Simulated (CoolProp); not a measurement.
Nitrogen along the isotherm -202.15 °C: Z from the reference equation and from simpler models built on Tc = -147.0 °C, pc = 3396 kPa, ω = 0.037; each cubic takes its own stable root.

Computed with CoolProp (reference Helmholtz-energy equation of state, Span 2000).

```json
[
 {"p (kPa)": "531", "phase": "liquid", "reference": "0.03017", "van der Waals": "0.04391", "Soave-Redlich-Kwong": "0.03002", "Peng-Robinson": "0.02662"},
 {"p (kPa)": "1060", "phase": "liquid", "reference": "0.06014", "van der Waals": "0.08737", "Soave-Redlich-Kwong": "0.05982", "Peng-Robinson": "0.05306"},
 {"p (kPa)": "1590", "phase": "liquid", "reference": "(withheld)", "van der Waals": "0.1307", "Soave-Redlich-Kwong": "0.08959", "Peng-Robinson": "0.07949"},
 {"p (kPa)": "2120", "phase": "liquid", "reference": "(withheld)", "van der Waals": "0.1737", "Soave-Redlich-Kwong": "0.1193", "Peng-Robinson": "0.1058"},
 {"p (kPa)": "2650", "phase": "liquid", "reference": "0.1498", "van der Waals": "(withheld)", "Soave-Redlich-Kwong": "0.1488", "Peng-Robinson": "0.1321"},
 {"p (kPa)": "3180", "phase": "liquid", "reference": "0.1795", "van der Waals": "0.2591", "Soave-Redlich-Kwong": "0.1783", "Peng-Robinson": "0.1583"},
 {"p (kPa)": "3710", "phase": "liquid", "reference": "0.2091", "van der Waals": "0.3015", "Soave-Redlich-Kwong": "0.2077", "Peng-Robinson": "0.1845"},
 {"p (kPa)": "4240", "phase": "liquid", "reference": "0.2387", "van der Waals": "0.3437", "Soave-Redlich-Kwong": "0.2371", "Peng-Robinson": "0.2106"},
 {"p (kPa)": "4780", "phase": "liquid", "reference": "0.2688", "van der Waals": "0.3865", "Soave-Redlich-Kwong": "0.2669", "Peng-Robinson": "0.2371"},
 {"p (kPa)": "5310", "phase": "liquid", "reference": "0.2982", "van der Waals": "0.4283", "Soave-Redlich-Kwong": "0.2960", "Peng-Robinson": "0.2631"},
 {"p (kPa)": "5840", "phase": "liquid", "reference": "0.3276", "van der Waals": "0.4700", "Soave-Redlich-Kwong": "0.3251", "Peng-Robinson": "0.2890"},
 {"p (kPa)": "6370", "phase": "liquid", "reference": "0.3569", "van der Waals": "(withheld)", "Soave-Redlich-Kwong": "0.3541", "Peng-Robinson": "0.3148"},
 {"p (kPa)": "6900", "phase": "liquid", "reference": "(withheld)", "van der Waals": "0.5529", "Soave-Redlich-Kwong": "0.3831", "Peng-Robinson": "0.3406"},
 {"p (kPa)": "7430", "phase": "liquid", "reference": "0.4153", "van der Waals": "0.5941", "Soave-Redlich-Kwong": "0.4120", "Peng-Robinson": "0.3664"},
 {"p (kPa)": "7960", "phase": "liquid", "reference": "0.4445", "van der Waals": "0.6351", "Soave-Redlich-Kwong": "0.4408", "Peng-Robinson": "0.3920"},
 {"p (kPa)": "8490", "phase": "liquid", "reference": "0.4735", "van der Waals": "0.6761", "Soave-Redlich-Kwong": "(withheld)", "Peng-Robinson": "0.4177"}
]
```

Complete the blanks.


- 1590, reference: 0.09010
- 2120, reference: 0.1200
- 2650, van der Waals: 0.2165
- 6370, van der Waals: 0.5115
- 6900, reference: 0.3862
- 8490, Soave-Redlich-Kwong: 0.4695
